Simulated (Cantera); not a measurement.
Charge: 1 mol Si3N4, 5.1 mol F2, 6.6 mol HCl, at 1.00 bar.

Equilibrium computed with Cantera from the NASA thermochemical tables; the gas is ideal and each condensed phase is pure. Candidate condensed phases: NH4Cl, Si, Si3N4; 49 gas species. The tables' values for SiCl3, SiF3 are old estimates; treat these amounts as uncertain. The numbers say what is thermodynamically allowed, not how fast it happens. All values below are at 1125 K.

Base state: HCl 0.447, SiF4 0.238, N2 0.187, H2 0.0838, SiCl4 0.0422, HF 0.00150, SiHF3 0.000176, SiHCl3 0.000137 (mole fractions); condensed: gas only.

What changes in the equilibrium state with this change: F2 from 5.1 to 7 mol?


| species | before | after |
|---|---|---|
| HCl | 0.447 | 0.365 |
| SiF4 | 0.238 | 0.238 |
| N2 | 0.187 | 0.159 |
| HF | 0.00150 | 0.159 |
| H2 | 0.0838 | <1e-9 |
| Cl2 | <1e-9 | 0.0791 |
| SiCl4 | 0.0422 | <1e-9 |
| SiHF3 | 0.000176 | <1e-9 |
| SiHCl3 | 0.000137 | <1e-9 |
| SiCl3 | 3.43e-5 | <1e-9 |
| SiF3 | 1.81e-5 | <1e-9 |
